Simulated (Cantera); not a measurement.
What does this Cantera script print?

```python
import numpy as np
import cantera as ct

gas = ct.Solution("h2o2.yaml")
gas.TPX = 650, 100000, {'H2': 1, 'O2': 0.278, 'N2': 1.04}
flame = ct.FreeFlame(gas, width=0.04)
flame.set_refine_criteria(ratio=3, slope=0.08, curve=0.16)
flame.transport_model = "mixture-averaged"
flame.solve(loglevel=0, auto=True)
z, T = flame.grid, flame.T
thick = (T[-1] - T[0]) / np.gradient(T, z).max()
show = ['H2', 'O2', 'HO2', 'OH', 'H', 'H2O2']
print(f"laminar burning velocity  {flame.velocity[0] * 100:.3f} cm/s")
print(f"burnt temperature         {T[-1]:.1f} K")
print(f"thermal thickness         {thick * 1e3:.4f} mm")
print(f"grid points               {len(z)}")
z0 = z[flame.heat_release_rate.argmax()]
print(f"{'z/mm':>9s}{'T/K':>9s}{'u/(m/s)':>9s}" + "".join(f"{s:>11s}" for s in show))
rows = []
for k in (-3, -2, -1.5, -1, -0.5, -0.25, 0, 0.25, 0.5, 1, 2, 4, 8):
    zz = z0 + k * thick
    rows.append([k * thick, np.interp(zz, z, T), np.interp(zz, z, flame.velocity),
                 *(np.interp(zz, z, flame.X[gas.species_index(s)]) for s in show)])
    print(f"{rows[-1][0] * 1e3:9.3f}{rows[-1][1]:9.1f}{rows[-1][2]:9.3f}" + "".join(f"{x:11.3e}" for x in rows[-1][3:]))
```

Output:

```
laminar burning velocity  1048.841 cm/s
burnt temperature         2394.6 K
thermal thickness         0.4648 mm
grid points               135
     z/mm      T/K  u/(m/s)         H2         O2        HO2         OH          H       H2O2
   -1.394    650.0   10.488  4.314e-01  1.199e-01  9.301e-13  6.688e-18  2.596e-15  4.022e-15
   -0.930    650.0   10.488  4.314e-01  1.199e-01  9.176e-11  6.289e-15  3.308e-12  1.062e-14
   -0.697    650.0   10.488  4.314e-01  1.199e-01  7.421e-09  9.152e-13  5.648e-10  6.992e-13
   -0.465    650.0   10.489  4.314e-01  1.199e-01  1.132e-06  6.823e-10  2.672e-07  4.034e-10
   -0.232    668.2   10.747  4.284e-01  1.197e-01  2.101e-04  6.824e-05  4.400e-04  2.076e-06
   -0.116    851.3   13.446  3.988e-01  1.143e-01  1.503e-04  6.175e-04  9.959e-03  5.610e-06
    0.000   1258.7   19.311  2.848e-01  7.287e-02  6.517e-05  3.011e-03  5.889e-02  2.288e-06
    0.116   1546.8   23.468  1.853e-01  1.726e-02  1.522e-05  6.081e-03  9.809e-02  1.324e-06
    0.232   1669.5   25.154  1.675e-01  4.392e-03  3.725e-06  7.101e-03  9.898e-02  8.586e-07
    0.465   1794.1   26.799  1.721e-01  1.990e-03  1.612e-06  7.907e-03  8.573e-02  5.286e-07
    0.930   1928.3   28.517  1.813e-01  1.383e-03  1.066e-06  8.160e-03  6.851e-02  2.911e-07
    1.859   2059.1   30.141  1.900e-01  8.648e-04  6.692e-07  7.635e-03  5.157e-02  1.552e-07
    3.719   2174.9   31.539  1.976e-01  4.669e-04  3.869e-07  6.407e-03  3.646e-02  8.340e-08
```

Cantera simulation using the H2/O2 subset of GRI-Mech 3.0, which has no nitrogen chemistry; the numbers are that mechanism's predictions, not measurements. Burning velocities carry a grid error of a few per cent, more on coarse grids.
